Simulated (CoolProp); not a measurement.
Saturation properties of normal hydrogen.

Model: reference Helmholtz-energy equation of state, Leachman 2009, in CoolProp.

| T (K) | p (kPa) | enthalpy of vaporisation (kJ/kg) | surface tension (mN/m) | liquid conductivity (mW/(m K)) |
|---|---|---|---|---|
| 22.1 | [?] | 438.5 | 1.61 | 104 |
| 22.9 | 199.5 | 432.0 | 1.48 | 103 |
| 23.8 | 246.6 | 423.4 | 1.33 | 103 |
| 24.7 | 301.1 | 413.1 | 1.18 | 103 |
| 25.5 | 356.2 | 402.3 | 1.04 | 102 |
| 26.4 | 426.2 | [?] | 0.896 | [?] |
| 27.3 | [?] | [?] | 0.752 | 99.8 |
| 28.1 | 583.8 | 354.5 | 0.627 | 98.6 |
| 29 | 682.1 | 331.7 | 0.490 | 96.9 |
| 29.8 | 778.7 | 307.6 | 0.374 | 95.1 |
| 30.7 | 898.8 | 274.4 | 0.251 | 92.8 |
| 31.6 | 1032 | 230.8 | 0.141 | 90.4 |
| 32.4 | 1162 | 173.6 | [?] | 90.2 |

**Question.** What belongs in the gaps?

**Answer.** 
- 22.1, p (kPa): 163.3
- 26.4, enthalpy of vaporisation (kJ/kg): 388.2
- 26.4, liquid conductivity (mW/(m K)): 101
- 27.3, p (kPa): 505.3
- 27.3, enthalpy of vaporisation (kJ/kg): 371.6
- 32.4, surface tension (mN/m): 0.0657

It boils at 20.4 K under 1 atm.

Thermal conductivity comes from a separate model (Assael 2011). Surface tension comes from a separate correlation (Mulero 2012).
